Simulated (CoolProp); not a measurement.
Model: reference Helmholtz-energy equation of state, Thol 2017, in CoolProp.

**Question.** For octamethyltrisiloxane (MDM), give the phase and the density (kg/m³), cp (kJ/(kg K)), isothermal compressibility (1/MPa) at 425.7 K and 0.483 bar.

**Answer.** 
- 425.7 K and 0.483 bar: gas; density 3.34, cp 1.76, isothermal compressibility 21.5
